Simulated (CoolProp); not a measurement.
Vapour-liquid equilibrium of R134a (1) + R1234ze(E) (2) at -53.05 °C; x and y are mole fractions of (1).

Values from CoolProp's multi-fluid Helmholtz-energy mixture model, Tillner-Roth 1994 and Thol 2016; pair parameters Bell 2022.

Task: Give the bubble pressure and the first vapour's composition at x = 0.15, 0.45, 0.85. Is there an azeotrope?

Result: x = 0.15: 0.01941 MPa, y = 0.231; x = 0.45: 0.02205 MPa, y = 0.537; x = 0.85: 0.02410 MPa, y = 0.870. No azeotrope shows between x = 0.05 and 0.95.

Pair parameters are fitted to limited data, so mixtures are less certain than the pure fluids.
